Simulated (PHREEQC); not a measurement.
**Metal-bearing waste water**

Dissolve 0.012 mol/kgw ZnSO4 and 0.29 mol/kgw H2SO4 at 25 °C. Closed to the air; pH follows from the charge balance.

All values are PHREEQC results (ion-association model, phreeqc.dat), not measurements.

No solid was allowed to form.

What pH, ionic strength, density does the model give?

pH 0.61; ionic strength 0.377 mol/kgw; density 1.016 g/cm³.

In which forms is Zn present?

Zn+2 66 %, ZnSO4 27 %, Zn(SO4)2-2 6.8 % of the Zn.
